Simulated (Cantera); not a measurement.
An isothermal, constant-pressure homogeneous reactor starts with 1.93 % CH4, 96.5 % H2, 1.54 % CO2, at 2723 K and 2670 Pa.

Computed with Cantera and GRI-Mech 3.0 (53 species, 325 reactions). Radical loss at walls, strong at low pressure, is not modelled.

x: mole fraction; the columns are a selection and need not sum to one.

```csv
t (s),x CH4,x H2,x CO2,x CO,x C2H,x OH
8.00e-6,0.0188,0.964,0.0154,8.73e-6,<1e-12,1.04e-6
3.49e-5,0.0177,0.961,0.0152,0.000181,5.18e-10,5.26e-6
0.000152,0.0139,0.946,0.0122,0.00306,4.26e-7,3.11e-5
0.000664,(withheld),0.914,(withheld),(withheld),(withheld),(withheld)
0.00290,0.000456,0.898,3.22e-5,0.0181,5.36e-5,0.000203
0.0126,0.000102,0.869,1.38e-5,0.0251,4.04e-5,9.58e-5
0.0552,2.63e-6,0.787,3.25e-8,0.0271,4.23e-5,3.89e-7
0.241,4.22e-7,0.675,1.37e-10,0.0254,7.28e-5,2.85e-9
1.05,3.70e-7,0.662,1.22e-10,0.0252,7.66e-5,2.66e-9
4.58,3.70e-7,0.662,1.22e-10,0.0252,7.66e-5,2.66e-9
20.0,3.70e-7,0.662,1.22e-10,0.0252,7.66e-5,2.66e-9
```

Problem. Some entries are withheld; supply them.

Solution. 
- 0.000664, x CH4: 0.00418
- 0.000664, x CO2: 0.000736
- 0.000664, x CO: 0.0148
- 0.000664, x C2H: 2.62e-5
- 0.000664, x OH: 0.000169
